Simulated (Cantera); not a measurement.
A jet of 1.79 % CH₄, 19.8 % O₂, 78.4 % N₂ at 300 K and 4700 Pa hits a platinum plate 5.1 cm away at a mass flux of 0.021 kg/m²/s; the plate temperature is set and raised in steps from an oxygen-covered start.

Model: Deutschmann's 1995 Pt surface mechanism with GRI-Mech 3.0 gas chemistry, integrated in Cantera. Catalytic surfaces can have several steady states; this one follows from the mechanism file's or the stated starting coverage.

x: mole fraction at the wall; θ: surface coverage.

| plate T (K) | wall x CH₄ | wall x O₂ | wall x H₂O | wall x OH | wall x CO | wall x CO₂ | θ free Pt | θ O* |
|---|---|---|---|---|---|---|---|---|
| 850 | 0.0147 | 0.192 | 0.00588 | <1e-8 | 3.98e-6 | 0.00384 | 0.143 | 0.856 |
| 900 | 0.0122 | 0.186 | 0.0106 | [?] | 4.68e-6 | 0.00696 | 0.205 | 0.794 |
| 950 | 0.00959 | 0.181 | 0.0154 | [?] | 5.08e-6 | 0.0101 | 0.272 | 0.728 |
| 1000 | 0.00744 | 0.176 | 0.0193 | [?] | 5.31e-6 | 0.0127 | 0.340 | 0.659 |
| 1050 | 0.00581 | 0.173 | 0.0223 | [?] | 5.52e-6 | 0.0147 | 0.409 | 0.590 |
| 1100 | 0.00464 | 0.170 | 0.0244 | [?] | 5.79e-6 | 0.0161 | 0.476 | 0.524 |
| 1150 | 0.00379 | 0.169 | 0.0259 | [?] | 6.18e-6 | 0.0170 | 0.540 | 0.460 |
| 1200 | 0.00317 | 0.167 | 0.0269 | [?] | 6.77e-6 | 0.0177 | 0.600 | 0.399 |

### Question
Some entries are withheld; supply them.

### Answer

- 900, wall x OH: 2.94e-8
- 950, wall x OH: 9.45e-8
- 1000, wall x OH: 2.64e-7
- 1050, wall x OH: 6.44e-7
- 1100, wall x OH: 1.42e-6
- 1150, wall x OH: 2.87e-6
- 1200, wall x OH: 5.41e-6
